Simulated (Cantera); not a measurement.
What does this Cantera script print?

```python
import numpy as np
import cantera as ct

gas_names = """
    H HO2 H2 H2O H2O2 H2S H2SO4 O OH O2 O3 S SH SO SO2 SO3 S2 S2O S8
""".split()
cond_names = """
    H2O(s) H2O(L) H2SO4(L) S(cr1) S(cr2) S(L)
""".split()


# ... load() reads the species with a 1 bar reference pressure and builds the phases ...
atoms = {
    'S': {'S': 1},
    'O2': {'O': 2},
    'H2': {'H': 2},
}
top_T = {}  # K; cautious upper limits of use, not melting points


# ... equilibrate(T, P, feed) seeds the gas with the atoms and calls Mixture.equilibrate('TP', solver="vcs", rtol=1e-11, max_steps=5000) ...
results = []
T = 2523  # K
P = 10000  # Pa
for m in [0.34, 0.45, 0.6, 0.8, 1.1, 1.4, 1.9, 2.5, 3.3]:
    feed = {'S': 1, 'O2': m, 'H2': 0.49}  # mol
    mix = equilibrate(T, P, feed)
    results.append((T, P, feed, dict(zip(mix.species_names, mix.species_moles))))

top = {s: max(r[3][s] / sum(r[3][g] for g in gas_names) for r in results) for s in gas_names}
cols = sorted((s for s in top if top[s] > 1e-06), key=lambda s: -top[s])[:6]
seen = [c for c in cond_names if any(r[3].get(c, 0) > 1e-12 for r in results)]
print("log10 of partial pressures in bar; condensed amounts in mol")
print(f"{'n(O2)':>10s}" + "".join(f"{s[:9]:>10s}" for s in cols + seen))
for T, P, feed, n in results:
    ng = sum(n[g] for g in gas_names)
    print(f"{feed['O2']:10.4g}" + "".join(f"{np.log10(max(n[s] / ng * P / 1e5, 1e-99)):10.3f}" for s in cols)
          + "".join(f"{n.get(c, 0):10.4g}" for c in seen))
```

Result:

```
log10 of partial pressures in bar; condensed amounts in mol
     n(O2)       SO2        O2       H2O        SO        H2        S2
      0.34    -1.940    -4.770    -1.875    -1.752    -1.668    -1.700
      0.45    -1.776    -4.548    -1.824    -1.698    -1.728    -1.816
       0.6    -1.616    -4.294    -1.776    -1.666    -1.806    -2.005
       0.8    -1.462    -3.961    -1.722    -1.678    -1.919    -2.362
       1.1    -1.286    -3.127    -1.620    -1.919    -2.234    -3.678
       1.4    -1.266    -1.996    -1.614    -2.465    -2.794    -5.901
       1.9    -1.366    -1.549    -1.727    -2.789    -3.131    -6.996
       2.5    -1.469    -1.375    -1.841    -2.979    -3.331    -7.550
       3.3    -1.578    -1.270    -1.961    -3.140    -3.504    -7.976
```

These are equilibrium values from Cantera (NASA tables, ideal gas, pure condensed phases), not measurements of a reactor.
